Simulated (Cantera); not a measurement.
Equilibrium for chlorosilane synthesis and conversion: Si + Cl2 + H2

A closed system holds: 1 mol Si, a varied amount of Cl2, 0.32 mol H2, equilibrated at 400 °C and 0.100 bar.

These are equilibrium values from Cantera (NASA tables, ideal gas, pure condensed phases), not measurements of a reactor. Candidate condensed phases: Si; 19 gas species. The tables' values for SiCl3 are old estimates; treat these amounts as uncertain. The numbers say what is thermodynamically allowed, not how fast it happens.

From 0.5 mol Cl2 to 1.9 mol Cl2 the condensed part is Si(s). At 2.3 mol Cl2 nothing is condensed. The main Si-bearing gas is SiCl4 throughout. The share of Si in condensed phases is highest at 0.5 mol Cl2 (73.9 %) and lowest at 2.3 mol Cl2 (0.0 %).

```tsv
n(Cl2) (mol)	x SiCl4	x H2	x HCl	x SiHCl3	x SiH2Cl2	n Si(s)
0.5	0.389	0.533	0.000344	0.0763	0.000920	0.739
0.59	0.430	0.490	0.000338	0.0787	0.000889	0.693
0.7	0.472	0.446	0.000330	0.0806	0.000848	0.637
0.83	0.515	0.403	0.000321	0.0817	0.000799	0.570
0.98	0.556	0.361	0.000310	0.0820	0.000745	0.494
1.2	0.604	0.314	0.000295	0.0813	0.000674	0.381
1.4	0.640	0.279	0.000282	0.0801	0.000618	0.280
1.6	0.669	0.251	0.000271	0.0786	0.000569	0.178
1.9	0.705	0.218	0.000255	0.0761	0.000507	0.0260
2.3	0.617	0.0123	0.370	2.60e-6	<1e-12	0
```
x: gas mole fraction; n: condensed amount in mol.
